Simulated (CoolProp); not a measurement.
A single-stage vapour-compression cycle with R1224YDZ: evaporating at 279.15 K (dew point), condensing at 301.15 K (bubble point), superheat 5 K, subcooling 5 K, compressor efficiency 0.65, no pressure losses. Each further row changes one setting.

Computed with CoolProp (reference Helmholtz-energy equation of state, Akasaka 2023).

| case | cooling COP | pressure ratio | discharge temperature (K) | refrigerating effect (kJ/kg) | volumetric capacity (kJ/m³) |
|---|---|---|---|---|---|
| as stated | 7.86 | 2.30 | 312.7 | 158 | 734 |
| evaporating temperature 284.15 K | 10.6 | 1.88 | 310.9 | 162 | 907 |
| condensing temperature 296.15 K | 10.4 | 1.93 | 306.6 | 164 | 760 |
| subcooling 10 K | 8.15 | 2.30 | 312.7 | 164 | 760 |
| superheat 15 K | 7.92 | 2.30 | 323.0 | 166 | 739 |
| compressor efficiency 0.55 | 6.65 | 2.30 | 317.1 | 158 | 734 |
